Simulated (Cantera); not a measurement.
What does this Cantera script print?

```python
import numpy as np
import cantera as ct

gas = ct.Solution("gri30.yaml")


def delay(T, t_max=10):
    gas.TPX = T, 110000, {'CH4': 1, 'O2': 1.54, 'N2': 5.78}
    reactor = ct.IdealGasReactor(gas, clone=False)
    net = ct.ReactorNet([reactor])
    net.rtol, net.atol = 1e-8, 1e-16
    while net.time < t_max:
        t_old, T_old = net.time, reactor.T
        net.step()
        if reactor.T > T + 400:  # ignition: a rise of 400 K
            return t_old + (T + 400 - T_old) / (reactor.T - T_old) * (net.time - t_old)
    return np.nan


taus = []
for T in [1098, 1173, 1248, 1323, 1398, 1473, 1548, 1623, 1698]:
    taus.append(delay(T))
    print(f"T0 = {T:6g} K   tau = {taus[-1]:.4e} s")
```

Output:

```
T0 =   1098 K   tau = 2.1577e-01 s
T0 =   1173 K   tau = 6.8240e-02 s
T0 =   1248 K   tau = 2.3541e-02 s
T0 =   1323 K   tau = 8.7701e-03 s
T0 =   1398 K   tau = 3.5090e-03 s
T0 =   1473 K   tau = 1.5119e-03 s
T0 =   1548 K   tau = 7.0648e-04 s
T0 =   1623 K   tau = 3.5913e-04 s
T0 =   1698 K   tau = 1.9759e-04 s
```

Detailed kinetics in Cantera: GRI-Mech 3.0 (53 species, 325 reactions).
